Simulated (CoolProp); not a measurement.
Vapour-liquid equilibrium of R125 (1) + n-butane (2) at 249.1 K; x and y are mole fractions of (1).

The numbers come from the multi-fluid Helmholtz-energy mixture model, Lemmon 2005 and Bücker 2006; pair parameters Bell 2016 in CoolProp.

Question: Give the bubble pressure and the first vapour's composition at x = 0.05, 0.2, 0.95. Is there an azeotrope?

Answer: x = 0.05: 0.9990 bar, y = 0.632; x = 0.2: 2.068 bar, y = 0.834; x = 0.95: 2.865 bar, y = 0.963. No azeotrope shows between x = 0.05 and 0.95.

The pair parameters rest on a limited set of measurements; away from them the model extrapolates. With so large a gap from Raoult's law the liquid may split in two, which this calculation doesn't test in full.
